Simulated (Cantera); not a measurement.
A Cantera script and what it prints.

```python
import numpy as np
import cantera as ct

gas_names = """
    H HNO HNO2 HNO3 HO2 H2 H2O H2O2 N NH NH2 NH3 NH2OH NO NO2 NO3 N2 N2H2 N2H4 N2O O OH O2 O3 V VN VO
    VO2
""".split()
cond_names = """
    H2O(s) H2O(L) V(cr) V(L) VN(s) VO(s) VO(L) V2O3(s) V2O3(L) V2O4(I) V2O4(II) V2O4(L) V2O5(s) V2O5(L)
""".split()


def load(file, names, dense=False):
    # The tables refer to 1 bar. Condensed volumes are neglected.
    table = {s.name: s for s in ct.Species.list_from_file(file)}
    out = []
    for n in names:
        d = dict(table[n].input_data)
        d["thermo"] = dict(d["thermo"], **{"reference-pressure": 1e5})
        if dense:
            d["equation-of-state"] = {"model": "constant-volume", "density": "1e6 g/cm^3"}
        out.append(ct.Species.from_dict(d))
    return out


gas = ct.Solution(thermo="ideal-gas", species=load("nasa_gas.yaml", gas_names))
cond = {s.name: ct.Solution(thermo="fixed-stoichiometry", species=[s], name=s.name)
        for s in load("nasa_condensed.yaml", cond_names, dense=True)}
atoms = {
    'V': {'V': 1},
    'N2O': {'N': 2, 'O': 1},
    'H2': {'H': 2},
}
top_T = {'VN(s)': 2300}  # K; cautious upper limits of use, not melting points


def equilibrate(T, P, feed):
    n = {}
    for name, mol in feed.items():
        for a, k in atoms[name].items():
            n[a] = n.get(a, 0.0) + k * mol
    gas.TPX = T, P, n
    mass = sum(n.values()) * gas.mean_molecular_weight
    gas.equilibrate("TP")
    valid = [c for c in cond.values() if c.min_temp <= T <= top_T.get(c.name, c.max_temp)]
    mix = ct.Mixture([(gas, mass / gas.mean_molecular_weight)] + [(c, 0.0) for c in valid])
    mix.T, mix.P = T, P
    mix.equilibrate("TP", solver="vcs", rtol=1e-11, max_steps=5000)
    return mix


results = []
feed = {'V': 1, 'N2O': 18, 'H2': 4}  # mol
P = 1333.22  # Pa
for T in [975, 1075, 1175, 1275, 1375, 1475, 1575, 1675, 1775, 1875, 1975, 2075, 2175]:
    mix = equilibrate(T, P, feed)
    results.append((T, P, feed, dict(zip(mix.species_names, mix.species_moles))))

top = {s: max(r[3][s] / sum(r[3][g] for g in gas_names) for r in results) for s in gas_names}
cols = sorted((s for s in top if top[s] > 0.0001), key=lambda s: -top[s])[:6]
seen = [c for c in cond_names if any(r[3].get(c, 0) > 1e-12 for r in results)]
print("log10 of partial pressures in bar; condensed amounts in mol")
print(f"{'T/K':>10s}" + "".join(f"{s[:9]:>10s}" for s in cols + seen))
for T, P, feed, n in results:
    ng = sum(n[g] for g in gas_names)
    print(f"{T:10.4g}" + "".join(f"{np.log10(max(n[s] / ng * P / 1e5, 1e-99)):10.3f}" for s in cols)
          + "".join(f"{n.get(c, 0):10.4g}" for c in seen))
```

It prints:

```
log10 of partial pressures in bar; condensed amounts in mol
       T/K        N2        O2       H2O       VO2        OH        NO  V2O4(II)   V2O4(L)   V2O5(L)
       975    -2.063    -2.559    -2.716   -15.902    -8.485    -6.547         0         0       0.5
      1075    -2.063    -2.559    -2.716   -13.446    -7.676    -6.092         0         0       0.5
      1175    -2.063    -2.559    -2.716   -11.420    -7.003    -5.714         0         0       0.5
      1275    -2.067    -2.544    -2.720    -9.797    -6.434    -5.390       0.5         0         0
      1375    -2.067    -2.545    -2.720    -8.448    -5.949    -5.117       0.5         0         0
      1475    -2.067    -2.545    -2.721    -7.289    -5.530    -4.882    0.4999         0         0
      1575    -2.068    -2.546    -2.721    -6.284    -5.164    -4.677    0.4995         0         0
      1675    -2.068    -2.547    -2.722    -5.404    -4.843    -4.497    0.4959         0         0
      1775    -2.069    -2.550    -2.725    -4.629    -4.558    -4.338    0.4753         0         0
      1875    -2.073    -2.556    -2.731    -3.992    -4.307    -4.199         0     0.392         0
      1975    -2.082    -2.568    -2.745    -3.460    -4.088    -4.081         0    0.1251         0
      2075    -2.088    -2.579    -2.759    -3.340    -3.890    -3.972         0         0         0
      2175    -2.091    -2.589    -2.776    -3.342    -3.713    -3.873         0         0         0
```

Cantera equilibrium calculation (NASA polynomials, part measured and part estimated; ideal gas, pure solids and liquids). Condensed phases not in the tables: the oxides between V2O3 and V2O5 other than VO2. Gases not in the tables: V4O10.
